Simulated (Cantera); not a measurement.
Cantera run, input and output.

```python
import numpy as np
import cantera as ct

gas = ct.Solution("gri30.yaml")
gas.TP = 300, 101325
flame = ct.CounterflowDiffusionFlame(gas, width=0.02)
flame.fuel_inlet.X, flame.fuel_inlet.T = {'CO': 1, 'H2': 0.072, 'CH4': 0.12, 'N2': 0.2}, 600
flame.oxidizer_inlet.X, flame.oxidizer_inlet.T = {'O2': 0.18, 'N2': 0.82}, 700
flame.set_refine_criteria(ratio=3, slope=0.12, curve=0.24, prune=0.03)
show = ['OH', 'H', 'NO', 'CO', 'C2H2']

rows = []
print(f"{'mdot':>8s}{'a_max':>10s}{'a_mean':>10s}{'Tmax/K':>9s}" + "".join(f"{s:>11s}" for s in show) + "   (peak mole fractions)")
for i, mdot in enumerate([0.61, 0.79, 1, 1.3, 1.7, 2.2, 2.9, 3.7, 4.8]):  # kg/m2/s on the oxidiser side
    flame.oxidizer_inlet.mdot, flame.fuel_inlet.mdot = mdot, 1.1 * mdot
    flame.solve(loglevel=0, auto=(i == 0))
    if flame.T.max() < max(600, 700) + 100:
        print(f"{mdot:8.3g}  no burning solution found from the previous one")
        break
    dT = np.abs(np.gradient(flame.T, flame.grid))
    rows.append([flame.strain_rate("max"), flame.strain_rate("mean"), flame.T.max(),
                 *(flame.X[gas.species_index(s)].max() for s in show), max(dT[0], dT[-1]) / dT.max()])
    print(f"{mdot:8.3g}{rows[-1][0]:10.1f}{rows[-1][1]:10.1f}{rows[-1][2]:9.1f}" + "".join(f"{x:11.3e}" for x in rows[-1][3:-1]))
```

Output:

```
    mdot     a_max    a_mean   Tmax/K         OH          H         NO         CO       C2H2   (peak mole fractions)
    0.61     390.3     125.4   1987.9  5.865e-03  6.188e-03  1.328e-04  7.187e-01  2.736e-03
    0.79     498.1     162.4   1964.2  5.801e-03  6.613e-03  1.201e-04  7.188e-01  2.753e-03
       1     623.0     205.6   1943.1  5.712e-03  6.987e-03  1.086e-04  7.189e-01  2.730e-03
     1.3     800.1     267.3   1922.0  5.618e-03  7.404e-03  9.627e-05  7.189e-01  2.670e-03
     1.7    1034.5     349.5   1899.6  5.469e-03  7.791e-03  8.331e-05  7.189e-01  2.541e-03
     2.2    1324.6     452.3   1877.5  5.305e-03  8.115e-03  7.065e-05  7.190e-01  2.350e-03
     2.9    1725.2     596.2   1850.5  5.035e-03  8.369e-03  5.692e-05  7.189e-01  2.072e-03
     3.7    2177.1     760.7   1823.7  4.760e-03  8.490e-03  4.499e-05  7.189e-01  1.760e-03
     4.8    2791.5     986.9   1790.7  4.411e-03  8.446e-03  3.282e-05  7.190e-01  1.365e-03
```

Cantera simulation using GRI-Mech 3.0 (53 species, 325 reactions); the numbers are that mechanism's predictions, not measurements. GRI-Mech 3.0 has no aromatics or soot, which form on the fuel side of real flames. The maximum strain rate includes the flame's own expansion and is several times the mean.
